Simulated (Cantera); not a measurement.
Cantera run:

```python
import numpy as np
import cantera as ct

gas_names = """
    H HNO HNO2 HNO3 HO2 H2 H2O H2O2 N NH NH2 NH3 NH2OH NO NO2 NO3 N2 N2H2 N2H4 N2O O OH O2 O3 V VN VO
    VO2
""".split()
cond_names = """
    H2O(s) H2O(L) V(cr) V(L) VN(s) VO(s) VO(L) V2O3(s) V2O3(L) V2O4(I) V2O4(II) V2O4(L) V2O5(s) V2O5(L)
""".split()


# ... load() reads the species with a 1 bar reference pressure and builds the phases ...
atoms = {
    'V2O3': {'V': 2, 'O': 3},
    'H2': {'H': 2},
    'N2': {'N': 2},
}
top_T = {'VN(s)': 2300}  # K; cautious upper limits of use, not melting points


# ... equilibrate(T, P, feed) seeds the gas with the atoms and calls Mixture.equilibrate('TP', solver="vcs", rtol=1e-11, max_steps=5000) ...
results = []
feed = {'V2O3': 1, 'H2': 330, 'N2': 0.55}  # mol
T = 1573  # K
P = 140  # Pa
mix = equilibrate(T, P, feed)
results.append((T, P, feed, dict(zip(mix.species_names, mix.species_moles))))
x = sorted(zip(gas.X, gas.species_names), reverse=True)
print(f"T = {T:g} K  P = {P:g} Pa  gas = {mix.phase_moles(0):.4g} mol")
print("   x: " + "  ".join(f"{s} {v:.3e}" for v, s in x if v > 1e-05))
print("   condensed (mol): " + ("  ".join(f"{mix.phase(i).name} {mix.phase_moles(i):.4g}"
      for i in range(1, mix.n_phases) if mix.phase_moles(i) > 1e-12) or "none"))
```

Result:

```
T = 1573 K  P = 140 Pa  gas = 330.7 mol
   x: H2 9.942e-01  H2O 3.022e-03  N2 1.663e-03  H 1.084e-03
   condensed (mol): VO(s) 2
```

These are equilibrium values from Cantera (NASA tables, ideal gas, pure condensed phases), not measurements of a reactor. VO: taken at fixed stoichiometry.
